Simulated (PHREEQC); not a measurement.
Solution (25 °C): 0.067 mol/kgw H2SO4, 0.0061 mol/kgw Al2(SO4)3 and 0.15 mol/kgw Na2SO4. Closed to the air; pH follows from the charge balance.

Model: ion-association model, phreeqc.dat, run in PHREEQC.

Task: The ionic strength comes out as 0.421 mol/kgw. What activity coefficients do AlHSO4+2, NaSO4-, Na+, SO4-2, AlSO4+ get?

Result: AlHSO4+2 0.29, NaSO4- 0.70, Na+ 0.72, SO4-2 0.22, AlSO4+ 0.68.

No solid was allowed to form.
